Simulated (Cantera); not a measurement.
# Catalytic combustion on Pt

An isothermal plug-flow reactor at 925 K and 2850 Torr (inlet), inlet velocity 1 m/s, active area per volume 1600 1/m; feed CH₄ : O₂ : N₂ = 0.0068 : 0.02 : 0.79 (molar parts).

Computed with Cantera and Deutschmann's 1995 Pt surface mechanism with GRI-Mech 3.0 gas chemistry. Catalytic surfaces can have several steady states; this one follows from the mechanism file's or the stated starting coverage. Mass transfer to the wall is taken as infinitely fast.

```tsv
z (m)	x CH₄	x O₂	x H₂O	x CO₂	x CO	θ free Pt	θ O*	θ OH*
6.5e-05	0.00830	0.0244	4.51e-5	2.13e-5	1.26e-6	0.131	0.868	0.000371
0.00014	0.00828	0.0244	9.70e-5	4.65e-5	2.02e-6	0.132	0.868	0.000467
0.0003	0.00822	0.0243	0.000207	0.000101	2.60e-6	0.132	0.868	0.000623
0.00065	0.00810	0.0240	0.000447	0.000221	2.73e-6	0.132	0.867	0.000872
0.0014	0.00785	0.0235	0.000954	0.000474	2.66e-6	0.133	0.866	0.00124
0.003	0.00732	0.0225	0.00200	0.000997	2.49e-6	0.134	0.864	0.00179
0.0065	0.00626	0.0204	0.00413	0.00206	2.16e-6	0.137	0.860	0.00259
```
x: gas mole fraction; θ: surface coverage.
